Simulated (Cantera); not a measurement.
A freely propagating, adiabatic, planar premixed flame of 35.9 % H₂, 12.8 % O₂, 51.3 % N₂, equivalence ratio 1.4, unburnt at 300 K and 1.38 atm; mixture-averaged transport, grid criteria slope 0.08 and curve 0.16, no radiation.

Model: the H2/O2 subset of GRI-Mech 3.0, which has no nitrogen chemistry, integrated in Cantera. Burning velocities carry a grid error of a few per cent, more on coarse grids.

x: mole fraction of selected species; z is measured from the peak of heat release.

```csv
z (mm),T (K),u (m/s),x H₂,x O₂,x HO₂,x O,x OH,x H₂O₂
-0.628,300,2.88,0.359,0.128,<1e-8,<1e-8,<1e-8,<1e-8
-0.419,300,2.88,0.359,0.128,<1e-8,<1e-8,<1e-8,<1e-8
-0.314,300,2.88,0.359,0.128,<1e-8,<1e-8,<1e-8,<1e-8
-0.209,300,2.88,0.359,0.128,4.42e-8,<1e-8,<1e-8,<1e-8
-0.105,314,3.00,0.353,0.129,3.25e-5,6.36e-7,3.65e-6,(withheld)
-0.0524,535,4.95,0.322,0.127,0.000572,7.78e-5,0.000872,(withheld)
0,998,8.92,0.253,0.105,0.000181,0.00128,0.00148,(withheld)
0.0524,1346,11.9,0.171,0.0593,7.88e-5,0.00447,0.00378,(withheld)
0.105,1544,13.5,0.120,0.0244,3.04e-5,0.00516,0.00621,(withheld)
0.209,1716,14.9,0.0988,0.00641,7.42e-6,0.00397,0.00817,(withheld)
0.419,1862,16.0,0.101,0.00327,3.53e-6,0.00275,0.00855,(withheld)
0.838,1990,17.0,0.105,0.00187,1.94e-6,0.00160,0.00767,(withheld)
1.68,2089,17.7,0.108,0.000913,9.76e-7,0.000790,0.00602,(withheld)
```

**Question.** Some entries are withheld; supply them.

**Answer.** 
- -0.105, x H₂O₂: 4.83e-6
- -0.0524, x H₂O₂: 0.000135
- 0, x H₂O₂: 4.49e-5
- 0.0524, x H₂O₂: 4.50e-6
- 0.105, x H₂O₂: 2.37e-6
- 0.209, x H₂O₂: 1.26e-6
- 0.419, x H₂O₂: 6.28e-7
- 0.838, x H₂O₂: 3.13e-7
- 1.68, x H₂O₂: 1.63e-7
